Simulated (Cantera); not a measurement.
A closed system holds: 1 mol KCl, 34 mol N2, held at 1000 Pa.

Cantera equilibrium calculation (NASA polynomials, part measured and part estimated; ideal gas, pure solids and liquids). Candidate condensed phases: K, KCl; 8 gas species. The numbers say what is thermodynamically allowed, not how fast it happens. All values below are at 1850 K.

Base state: N2 0.971, KCl 0.0281, K 0.000426, Cl 0.000426 (mole fractions); condensed: gas only.

Task: What changes in the equilibrium state with this change: KCl replaced by PbI2?

Result: 
```tsv
species	before	after
N2	0.971	0.919
I	0	0.0538
Pb	0	0.0267
KCl	0.0281	0
K	0.000426	0
Cl	0.000426	0
```
Further candidate phases: I2, Pb, PbI2.
